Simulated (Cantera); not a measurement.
**Transport properties of process gases**

Gas mixture: NO = 0.14 (molar parts), at 143 Torr, frozen composition.

Cantera's kinetic-theory transport with the Lennard-Jones parameters of GRI-Mech 3.0, ideal gas; thermal conductivity in the mixture-averaged form. The composition is frozen, though it would react at the higher temperatures.

```tsv
T (K)	ρ (kg/m³)	cp (J/kg/K)	μ (µPa s)	λ (mW/m/K)	Pr	D (cm²/s) OH	D (cm²/s) NH₃	D (cm²/s) C₂H₂
400	0.171	998.6	23.1	32.4	0.712	2.76	2.01	1.47
500	0.137	1016	27.0	38.8	0.708	4.03	3.04	2.18
600	0.114	1041	30.6	45.1	0.706	5.49	4.23	2.99
700	0.0980	1067	34.0	51.3	0.707	7.11	5.56	3.90
800	0.0857	1092	37.1	57.3	0.708	8.89	7.03	4.89
900	0.0762	1114	40.1	63.0	0.708	10.8	8.63	5.97
1000	0.0686	1133	42.9	68.6	0.709	12.9	10.3	7.13
1100	0.0623	1147	45.7	74.1	0.707	15.1	12.2	8.37
```
D: mixture-averaged diffusion coefficient of that species in the mixture.
